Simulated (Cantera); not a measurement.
Cantera run, input and output.

```python
import numpy as np
import cantera as ct

gas = ct.Solution("gri30.yaml")
gas.TPX = 625, 100000, {'CH4': 1, 'H2': 0.54, 'O2': 2.06, 'N2': 7.76}
flame = ct.FreeFlame(gas, width=0.04)
flame.set_refine_criteria(ratio=3, slope=0.08, curve=0.16)
flame.transport_model = "mixture-averaged"
flame.solve(loglevel=0, auto=True)
flame.transport_model = "multicomponent"
flame.soret_enabled = False
flame.solve(loglevel=0, refine_grid=True)
z, T = flame.grid, flame.T
thick = (T[-1] - T[0]) / np.gradient(T, z).max()
show = ['CH4', 'H2', 'O2', 'C2H', 'O', 'CH2O']
print(f"laminar burning velocity  {flame.velocity[0] * 100:.3f} cm/s")
print(f"burnt temperature         {T[-1]:.1f} K")
print(f"thermal thickness         {thick * 1e3:.4f} mm")
print(f"grid points               {len(z)}")
z0 = z[flame.heat_release_rate.argmax()]
print(f"{'z/mm':>9s}{'T/K':>9s}{'u/(m/s)':>9s}" + "".join(f"{s:>11s}" for s in show))
rows = []
for k in (-3, -2, -1.5, -1, -0.5, -0.25, 0, 0.25, 0.5, 1, 2, 4, 8):
    zz = z0 + k * thick
    rows.append([k * thick, np.interp(zz, z, T), np.interp(zz, z, flame.velocity),
                 *(np.interp(zz, z, flame.X[gas.species_index(s)]) for s in show)])
    print(f"{rows[-1][0] * 1e3:9.3f}{rows[-1][1]:9.1f}{rows[-1][2]:9.3f}" + "".join(f"{x:11.3e}" for x in rows[-1][3:]))
```

Result:

```
laminar burning velocity  188.938 cm/s
burnt temperature         2416.9 K
thermal thickness         0.2852 mm
grid points               155
     z/mm      T/K  u/(m/s)        CH4         H2         O2        C2H          O       CH2O
   -0.856    625.1    1.889  8.803e-02  4.751e-02  1.813e-01  4.511e-20  9.382e-12  1.877e-08
   -0.570    625.8    1.892  8.800e-02  4.744e-02  1.813e-01 -1.127e-17  9.719e-10  4.907e-07
   -0.428    630.0    1.905  8.783e-02  4.734e-02  1.811e-01 -2.458e-17  1.866e-08  4.730e-06
   -0.285    668.1    2.022  8.608e-02  4.711e-02  1.790e-01  5.777e-16  5.537e-07  6.074e-05
   -0.143   1003.5    3.062  6.756e-02  4.683e-02  1.550e-01  2.007e-11  3.274e-05  6.058e-04
   -0.071   1409.9    4.346  3.961e-02  4.624e-02  1.163e-01  8.338e-09  2.318e-04  1.055e-03
    0.000   1805.9    5.626  1.088e-02  4.176e-02  6.663e-02  3.688e-07  1.137e-03  7.776e-04
    0.071   1987.7    6.212  1.131e-03  3.282e-02  3.417e-02  4.692e-07  3.064e-03  1.816e-04
    0.143   2036.4    6.353  6.252e-05  2.731e-02  2.130e-02  5.105e-08  4.411e-03  1.435e-05
    0.285   2078.4    6.452  1.713e-07  2.554e-02  1.494e-02  1.353e-10  4.660e-03  4.578e-08
    0.570   2131.9    6.586  5.229e-11  2.519e-02  1.240e-02  3.884e-14  4.009e-03  3.139e-10
    1.141   2200.0    6.765  2.119e-15  2.359e-02  1.023e-02 -2.784e-18  3.046e-03  2.699e-10
    2.282   2274.6    6.960  1.489e-15  2.124e-02  7.810e-03  1.815e-19  2.038e-03  2.408e-10
```

Computed with Cantera and GRI-Mech 3.0 (53 species, 325 reactions). Burning velocities carry a grid error of a few per cent, more on coarse grids.
